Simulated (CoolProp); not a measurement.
The numbers come from the reference Helmholtz-energy equation of state, de Reuck 1993 in CoolProp.

For methanol, give the phase and the Z, Joule-Thomson coefficient (K/MPa), Prandtl number, fugacity coefficient at -52.25 °C and 101 kPa; -10.75 °C and 101 kPa.


- -52.25 °C and 101 kPa: liquid; Z 0.00205, Joule-Thomson coefficient -0.389, Prandtl number 25.0, fugacity coefficient 0.000624
- -10.75 °C and 101 kPa: liquid; Z 0.00181, Joule-Thomson coefficient -0.361, Prandtl number 11.1, fugacity coefficient 0.0197

Viscosity comes from a separate model (Xiang 2006). Thermal conductivity comes from a separate model (Sykioti 2013).
